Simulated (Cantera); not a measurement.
A perfectly stirred reactor is fed with H₂ : O₂ : N₂ = 1 : 0.833 : 3.5 (molar parts), at 4.93 atm; it is adiabatic with a 750 K inlet, and is followed from long to short residence time, starting on the burning branch (τ in s: 0.14, 0.062, 0.029, 0.013, 0.0061, 0.0028, 0.0013, 0.0006, 0.00027, 0.00013, 5.8e-05, 2.7e-05).

Cantera simulation using the H2/O2 subset of GRI-Mech 3.0, which has no nitrogen chemistry; the numbers are that mechanism's predictions, not measurements. The hydrogen kinetics of GRI-Mech 3.0 are dated; newer H2 mechanisms differ, most at raised pressure.

Task: Predict: blow-out, bracketed by the residence times tried; x(H₂) at τ = 0.140 s; x(O₂) at τ = 0.140 s; x(H) at τ = 0.140 s; x(H₂O₂) at τ = 0.140 s; x(OH) at τ = 0.140 s; x(H₂) at τ = 1.30 ms; x(O₂) at τ = 1.30 ms; x(H) at τ = 1.30 ms; x(H₂O₂) at τ = 1.30 ms; x(OH) at τ = 1.30 ms.

Result: 
| Quantity | Value |
|---|---|
| blow-out, bracketed by the residence times tried | burning at 27.0 µs, the shortest tried |
| x(H₂) at τ = 0.140 s | 0.000244 |
| x(O₂) at τ = 0.140 s | 0.0682 |
| x(H) at τ = 0.140 s | 2.49e-5 |
| x(H₂O₂) at τ = 0.140 s | 3.23e-7 |
| x(OH) at τ = 0.140 s | 0.00257 |
| x(H₂) at τ = 1.30 ms | 0.000941 |
| x(O₂) at τ = 1.30 ms | 0.0679 |
| x(H) at τ = 1.30 ms | 0.000146 |
| x(H₂O₂) at τ = 1.30 ms | 4.96e-7 |
| x(OH) at τ = 1.30 ms | 0.00429 |
